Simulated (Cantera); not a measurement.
# Catalytic combustion on Pt

An isothermal plug-flow reactor at 1148 K and 0.270 bar (inlet), inlet velocity 3.4 m/s, active area per volume 10000 1/m; feed 0.268 % CH₄, 7.80 % O₂, 91.9 % N₂, equivalence ratio 0.069.

Computed with Cantera and Deutschmann's 1995 Pt surface mechanism with GRI-Mech 3.0 gas chemistry. Catalytic surfaces can have several steady states; this one follows from the mechanism file's or the stated starting coverage. Mass transfer to the wall is taken as infinitely fast.

```json
[
 {"z (m)": "3.1e-05", "x CH₄": "0.00255", "x O₂": "0.0777", "x H₂O": "0.000259", "x CO₂": "0.000126", "x CO": "3.46e-6", "θ free Pt": "0.470", "θ O*": "0.530"},
 {"z (m)": "5.4e-05", "x CH₄": "0.00245", "x O₂": "0.0775", "x H₂O": "0.000443", "x CO₂": "0.000218", "x CO": "3.34e-6", "θ free Pt": "0.470", "θ O*": "0.530"},
 {"z (m)": "9.7e-05", "x CH₄": "0.00229", "x O₂": "0.0772", "x H₂O": "0.000770", "x CO₂": "0.000382", "x CO": "3.12e-6", "θ free Pt": "0.470", "θ O*": "0.530"},
 {"z (m)": "0.00017", "x CH₄": "0.00204", "x O₂": "0.0767", "x H₂O": "0.00128", "x CO₂": "0.000636", "x CO": "2.78e-6", "θ free Pt": "0.470", "θ O*": "0.529"},
 {"z (m)": "0.00031", "x CH₄": "0.00163", "x O₂": "0.0759", "x H₂O": "0.00210", "x CO₂": "0.00105", "x CO": "2.22e-6", "θ free Pt": "0.471", "θ O*": "0.529"},
 {"z (m)": "0.00054", "x CH₄": "0.00112", "x O₂": "0.0749", "x H₂O": "0.00311", "x CO₂": "0.00155", "x CO": "1.54e-6", "θ free Pt": "0.472", "θ O*": "0.528"},
 {"z (m)": "0.00097", "x CH₄": "0.000560", "x O₂": "0.0737", "x H₂O": "0.00423", "x CO₂": "0.00212", "x CO": "7.67e-7", "θ free Pt": "0.472", "θ O*": "0.527"},
 {"z (m)": "0.0017", "x CH₄": "0.000171", "x O₂": "0.0730", "x H₂O": "0.00501", "x CO₂": "0.00250", "x CO": "2.35e-7", "θ free Pt": "0.473", "θ O*": "0.527"},
 {"z (m)": "0.0031", "x CH₄": "1.75e-5", "x O₂": "0.0727", "x H₂O": "0.00532", "x CO₂": "0.00266", "x CO": "2.41e-8", "θ free Pt": "0.473", "θ O*": "0.526"}
]
```
x: gas mole fraction; θ: surface coverage.
